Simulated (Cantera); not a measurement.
**Dilute partial oxidation**

An isothermal, constant-pressure homogeneous reactor starts with 3.61 % CH₃OH, 1.33 % O₂, 95.1 % N₂, at 1373 K and 10.0 bar.

Cantera simulation using GRI-Mech 3.0 (53 species, 325 reactions); the numbers are that mechanism's predictions, not measurements. GRI-Mech 3.0 was tuned for natural gas; its chemistry of methanol as a main component is partial and can be far from experiment.

```json
[
 {"t (s)": "1.00e-6", "x CH₃OH": "0.0361", "x O₂": "0.0133", "x OH": "1.10e-8", "x NO": "<1e-12", "x CH₂O": "1.03e-6", "x NO₂": "<1e-12"},
 {"t (s)": "4.61e-6", "x CH₃OH": "0.0361", "x O₂": "0.0133", "x OH": "1.14e-8", "x NO": "<1e-12", "x CH₂O": "6.02e-6", "x NO₂": "<1e-12"},
 {"t (s)": "2.13e-5", "x CH₃OH": "0.0361", "x O₂": "0.0133", "x OH": "1.96e-8", "x NO": "<1e-12", "x CH₂O": "3.76e-5", "x NO₂": "<1e-12"},
 {"t (s)": "9.80e-5", "x CH₃OH": "0.0354", "x O₂": "0.0131", "x OH": "2.55e-7", "x NO": "2.35e-12", "x CH₂O": "0.000639", "x NO₂": "1.04e-12"},
 {"t (s)": "0.000452", "x CH₃OH": "5.84e-8", "x O₂": "0.000458", "x OH": "1.50e-6", "x NO": "2.84e-9", "x CH₂O": "1.59e-7", "x NO₂": "<1e-12"},
 {"t (s)": "0.00208", "x CH₃OH": "3.54e-9", "x O₂": "2.91e-5", "x OH": "7.17e-8", "x NO": "3.19e-9", "x CH₂O": "1.35e-8", "x NO₂": "<1e-12"},
 {"t (s)": "0.00960", "x CH₃OH": "7.01e-10", "x O₂": "5.88e-6", "x OH": "1.48e-8", "x NO": "2.08e-9", "x CH₂O": "7.51e-9", "x NO₂": "<1e-12"},
 {"t (s)": "0.0443", "x CH₃OH": "1.71e-10", "x O₂": "1.05e-6", "x OH": "3.71e-9", "x NO": "1.23e-9", "x CH₂O": "6.74e-9", "x NO₂": "<1e-12"},
 {"t (s)": "0.204", "x CH₃OH": "9.19e-11", "x O₂": "5.06e-8", "x OH": "2.03e-9", "x NO": "4.46e-10", "x CH₂O": "6.62e-9", "x NO₂": "<1e-12"},
 {"t (s)": "0.941", "x CH₃OH": "8.44e-11", "x O₂": "<1e-12", "x OH": "1.90e-9", "x NO": "8.45e-12", "x CH₂O": "6.56e-9", "x NO₂": "<1e-12"},
 {"t (s)": "4.34", "x CH₃OH": "7.47e-11", "x O₂": "<1e-12", "x OH": "1.75e-9", "x NO": "<1e-12", "x CH₂O": "6.41e-9", "x NO₂": "<1e-12"},
 {"t (s)": "20.0", "x CH₃OH": "7.10e-11", "x O₂": "<1e-12", "x OH": "1.69e-9", "x NO": "<1e-12", "x CH₂O": "6.34e-9", "x NO₂": "<1e-12"}
]
```
x: mole fraction; the columns are a selection and need not sum to one.

Equilibrium at this temperature and pressure: CH₃OH 6.12e-12, O₂ <1e-12, OH 1.68e-9, NO 5.51e-11, CH₂O 6.34e-9, NO₂ <1e-12 (gas phase only).
